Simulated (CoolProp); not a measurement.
Carbon dioxide at 293.15 K and 2.76 MPa flows at 0.92 m/s in a round tube of 25 mm bore and 45 µm roughness, fully developed (64/Re and Nu = 3.66 if laminar; Colebrook and Gnielinski if turbulent). Each further row changes one setting.

Values from CoolProp's reference Helmholtz-energy equation of state, Span 1996.

| case | Reynolds number | Darcy friction factor | pressure drop (Pa/m) | heat-transfer coefficient (W/(m² K)) | mass flow (kg/h) |
|---|---|---|---|---|---|
| as stated | 90600 | 0.0247 | 25.0 | 200 | 97.0 |
| velocity 1.84 m/s | 181000 | 0.0238 | 96.2 | 386 | 194 |
| diameter 50 mm | 181000 | 0.0208 | 10.5 | 168 | 388 |

Viscosity comes from a separate model (Laesecke 2017). Thermal conductivity comes from a separate model (Huber 2016).
